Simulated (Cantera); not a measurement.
Cantera run:

```python
import numpy as np
import cantera as ct

gas_names = """
    CL CL2 H HCL H2 Si SiCL SiCL2 SiCL3 SiCL4 SiH SiHCL3 SiH2 SiH2CL2 SiH3 SiH3CL SiH4 Si2 Si3
""".split()
cond_names = """
    Si(cr) Si(L)
""".split()


# ... load() reads the species with a 1 bar reference pressure and builds the phases ...
atoms = {
    'Si': {'Si': 1},
    'HCl': {'H': 1, 'CL': 1},
    'H2': {'H': 2},
}
top_T = {}  # K; cautious upper limits of use, not melting points


# ... equilibrate(T, P, feed) seeds the gas with the atoms and calls Mixture.equilibrate('TP', solver="vcs", rtol=1e-11, max_steps=5000) ...
results = []
feed = {'Si': 1, 'HCl': 0.69, 'H2': 0.31}  # mol
T = 600  # K
P = 320000  # Pa
mix = equilibrate(T, P, feed)
results.append((T, P, feed, dict(zip(mix.species_names, mix.species_moles))))
print(gas.report(threshold=0.0001))
for i in range(1, mix.n_phases):
    print(f"{mix.phase(i).name:16s} {mix.phase_moles(i):12.5e} mol")
```

It prints:

```
       temperature   600 K
          pressure   3.2e+05 Pa
           density   2.4886 kg/m^3
  mean mol. weight   38.797 kg/kmol
   phase of matter   gas

                          1 kg             1 kmol
                     ---------------   ---------------
          enthalpy       -3.3093e+06       -1.2839e+08  J
   internal energy       -3.4379e+06       -1.3338e+08  J
           entropy            5272.5        2.0456e+05  J/K
    Gibbs function       -6.4728e+06       -2.5112e+08  J
 heat capacity c_p            1182.6             45880  J/K
 heat capacity c_v            968.26             37565  J/K

                      mass frac. Y      mole frac. X     chem. pot. / RT
                     ---------------   ---------------   ---------------
                H2          0.039406           0.75834           -15.519
             SiCL4           0.59427           0.13571           -175.74
            SiHCL3           0.35624           0.10204           -140.26
           SiH2CL2          0.010011         0.0038456           -104.78
     [  +15 minor]        7.5398e-05        5.6331e-05

Si(cr)            8.05394e-01 mol
```

Equilibrium computed with Cantera from the NASA thermochemical tables; the gas is ideal and each condensed phase is pure.
